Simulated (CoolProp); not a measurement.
A simple Rankine cycle with R115: condensing at 297.15 K, boiler at 2.5 MPa, turbine inlet 357.3 K, turbine efficiency 0.75, pump efficiency 0.7, no recuperator. Each further row changes one setting.

Model: reference Helmholtz-energy equation of state, Lemmon 2016, in CoolProp.

| case | thermal efficiency (%) | net work (kJ/kg) | heat in (kJ/kg) | turbine exit temperature (K) | volume ratio over the turbine |
|---|---|---|---|---|---|
| as stated | 7.2 | 9.08 | 126 | 323.2 | 3.36 |
| turbine inlet 377.3 K | 7.3 | 10.7 | 147 | 346.7 | 3.13 |
| condensing temperature 289.15 K | 8.4 | 11.3 | 134 | 318.0 | 4.22 |
| boiler pressure 1.75 MPa | 5.2 | 7.07 | 136 | 338.2 | 2.10 |
| turbine efficiency 0.65 | 6.1 | 7.63 | 126 | 325.0 | 3.39 |
